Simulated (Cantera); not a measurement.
# Thermodynamics of oxide etching and cleaning by halides, feed MgO + HBr

Input: 1 mol MgO, 5 mol HBr, held at 1.20 mbar.

Method: chemical equilibrium by Gibbs-energy minimisation in Cantera with the NASA 1993 tables (ideal gas, pure condensed phases). Candidate condensed phases: Br2, H2O, Mg, MgBr2, MgO, Mg(OH)2; 20 gas species. Rates play no part.

| T (°C) | log p HBr | log p Br | log p H2 | log p H2O | log p MgBr2 | n MgO(s) |
|---|---|---|---|---|---|---|
| 1002 | -3.01 | -4.37 | -4.67 | -4.10 | -4.10 | 0.659 |
| 1102 | -3.06 | -4.10 | -4.40 | -3.97 | -3.97 | 0.538 |
| 1202 | -3.13 | -3.88 | -4.18 | -3.89 | -3.89 | 0.427 |
| 1302 | -3.21 | -3.71 | -4.01 | -3.84 | -3.84 | 0.341 |
| 1402 | -3.31 | -3.57 | -3.87 | -3.82 | -3.82 | 0.290 |
| 1502 | -3.42 | -3.46 | -3.77 | -3.83 | -3.84 | 0.274 |
| 1602 | -3.55 | -3.37 | -3.70 | -3.85 | -3.89 | 0.278 |
log p: log10 of the partial pressure in bar; n: condensed amount in mol.

From 1002 °C to 1602 °C the condensed part is MgO(s). The main Mg-bearing gas is MgBr2 throughout. The share of Mg in condensed phases is highest at 1002 °C (65.9 %) and lowest at 1502 °C (27.4 %).
